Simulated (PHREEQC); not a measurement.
Make-up at 25 °C: 3.9 mol/kgw NaOH, 0.05 mol/kgw Na2SO4 and 0.00069 mol/kgw H4SiO4. Closed to the air; pH follows from the charge balance.

All values are PHREEQC results (Pitzer model, pitzer.dat), not measurements.

The pH is 14.68. The ionic strength is 4.05 mol/kgw. The activity of water is 0.843 and the density is 1.145 g/cm³. The osmotic coefficient is 1.189 and the total alkalinity is 3900 meq/kg.

```json
[
 {"species": "Na+", "molality": "4.00", "activity": "3.04", "log γ": "-0.119"},
 {"species": "OH-", "molality": "3.90", "activity": "4.07", "log γ": "0.019"},
 {"species": "SO4-2", "molality": "0.0500", "activity": "0.00110", "log γ": "-1.657"},
 {"species": "H2SiO4-2", "molality": "0.000690", "activity": "6.33e-6", "log γ": "-2.037"},
 {"species": "H3SiO4-", "molality": "5.00e-7", "activity": "1.95e-7", "log γ": "-0.409"}
]
```

No solid was allowed to form. Complexes and solids missing from the database can't appear. In brines, pH and single-ion activities rest on the MacInnes convention.
